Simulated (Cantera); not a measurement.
Input (Python, Cantera):

```python
import numpy as np
import cantera as ct

gas = ct.Solution("SiF4_NH3_mec.yaml", "gas")
gas.TPX = 1873, 13332, {'NH3': 1, 'H2': 3.2}
reactor = ct.IdealGasConstPressureReactor(gas, energy="off", clone=False)
net = ct.ReactorNet([reactor])
net.rtol, net.atol = 1e-08, 1e-18
show = ['NH3', 'H2', 'H', 'N2H4', 'NH2']
times = np.geomspace(2e-05, 200, 13)

steps = ct.SolutionArray(gas, extra=["t"])
rows = []
print(f"{'t/s':>10s}{'T/K':>9s}{'P/Pa':>11s}" + "".join(f"{s:>11s}" for s in show))
for t in times:
    while net.time < t:
        t_next = net.step()
        steps.append(gas.state, t=t_next)
    rows.append([np.interp(t, steps.t, y) for y in (steps.T, steps.P, *steps(*show).X.T)])
    print(f"{t:10.3e}{rows[-1][0]:9.1f}{rows[-1][1]:11.4g}" + "".join(f"{x:11.3e}" for x in rows[-1][2:]))
rate = np.gradient(steps.T, steps.t)
print("integrator steps:", len(steps.t))
if steps.T.max() > steps.T[0] + 200:
    print(f"time of steepest temperature rise: {steps.t[rate.argmax()]:.4e} s")
gas.TPX = 1873, 13332, {'NH3': 1, 'H2': 3.2}
gas.equilibrate("TP")
print(f"equilibrium (TP): T = {gas.T:.1f} K  " + "  ".join(f"{s} {gas[s].X[0]:.3e}" for s in show))
```

It prints:

```
       t/s      T/K       P/Pa        NH3         H2          H       N2H4        NH2
 2.000e-05   1873.0  1.333e+04  2.381e-01  7.619e-01  1.672e-06  3.364e-13  1.453e-06
 7.662e-05   1873.0  1.333e+04  2.381e-01  7.619e-01  6.415e-06  5.523e-12  5.554e-06
 2.936e-04   1873.0  1.333e+04  2.381e-01  7.619e-01  2.456e-05  8.328e-11  2.124e-05
 1.125e-03   1873.0  1.333e+04  2.380e-01  7.618e-01  9.293e-05  1.200e-09  8.033e-05
 4.309e-03   1873.0  1.333e+04  2.376e-01  7.618e-01  2.700e-04  1.009e-08  2.329e-04
 1.651e-02   1873.0  1.333e+04  2.350e-01  7.633e-01  3.101e-04  1.297e-08  2.641e-04
 6.325e-02   1873.0  1.333e+04  2.255e-01  7.690e-01  3.169e-04  1.228e-08  2.570e-04
 2.423e-01   1873.0  1.333e+04  1.932e-01  7.882e-01  3.422e-04  1.000e-08  2.320e-04
 9.283e-01   1873.0  1.333e+04  1.117e-01  8.367e-01  4.359e-04  4.815e-09  1.610e-04
 3.557e+00   1873.0  1.333e+04  1.906e-02  8.917e-01  8.253e-04  4.411e-10  4.880e-05
 1.363e+01   1873.0  1.333e+04  4.989e-04  9.020e-01  1.673e-03  1.206e-12  2.561e-06
 5.220e+01   1873.0  1.333e+04  7.752e-05  9.022e-01  1.690e-03  2.968e-14  4.017e-07
 2.000e+02   1873.0  1.333e+04  1.825e-05  9.022e-01  1.690e-03  1.646e-15  9.459e-08
integrator steps: 1659
equilibrium (TP): T = 1873.0 K  NH3 8.877e-07  H2 9.022e-01  H 1.690e-03  N2H4 3.950e-18  NH2 4.601e-09
```

Model: the gas-phase N/H chemistry of the illustrative SiF4/NH3 mechanism in the Surface Chemkin manual (1991), integrated in Cantera. Walls and surfaces, which speed up NH3 decomposition in real reactors, are not modelled.
